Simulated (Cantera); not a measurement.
Input: 1 mol CuO, 100 mol H2, 0.27 mol H2O, equilibrated at 452 °C and 100 Torr.

Method: chemical equilibrium by Gibbs-energy minimisation in Cantera with the NASA 1993 tables (ideal gas, pure condensed phases). Candidate condensed phases: Cu, CuO, Cu(OH)2, Cu2O, H2O; 12 gas species. Kinetics and transport are ignored.

Base state: H2 0.987, H2O 0.0127 (mole fractions); condensed: Cu(s).

Q: What changes in the equilibrium state with this change: CuO replaced by V2O3?

A: 
```csv
species,before,after
H2,0.987,0.997
H2O,0.0127,0.00269
"Cu(s), mol",1.00,0
"V2O3(s), mol",0,1.00
```
Condensed phases not in the tables: the oxides between V2O3 and V2O5 other than VO2. Further candidate phases: V, VO, V2O3, V2O4, V2O5.

Q: What changes in the equilibrium state with this change: temperature from 452 °C to 1975 °C?

A: 
| species | before | after |
|---|---|---|
| H2 | 0.987 | 0.958 |
| H | <1e-9 | 0.0197 |
| H2O | 0.0127 | 0.0124 |
| Cu | <1e-9 | 0.00977 |
| OH | <1e-9 | 3.81e-5 |
| Cu(s), mol | 1.00 | 0 |
